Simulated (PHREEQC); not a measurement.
## Phosphoric acid bath

Solution (25 °C): 0.2 mol H3PO4 and 0.0002 mol K2HPO4 per kg of water. Closed to the air; pH follows from the charge balance.

Model: ion-association model, wateq4f.dat, run in PHREEQC.

Precipitation was switched off in this run.

Task: Estimate the pH.

Result: pH 1.48.

Task: In which forms is P present?

Result: H3PO4 80 %, H2PO4- 20 % of the P.

Species that the database lacks are ignored. H3PO4, which wateq4f.dat lacks, is added to it with the constant of phreeqc.dat.
